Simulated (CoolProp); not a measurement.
The numbers come from the reference Helmholtz-energy equation of state, Leachman 2009 in CoolProp.

Give the vapour pressure (MPa), liquid cp (kJ/(kg K)), vapour viscosity (µPa s) of saturated normal hydrogen at -247.55, -243.55 °C.


```csv
T (°C),p (MPa),liquid cp (kJ/(kg K)),vapour viscosity (µPa s)
-247.55,0.364,14.0,1.32
-243.55,0.754,23.2,1.67
```

Viscosity comes from a separate model (Muzny 2013).
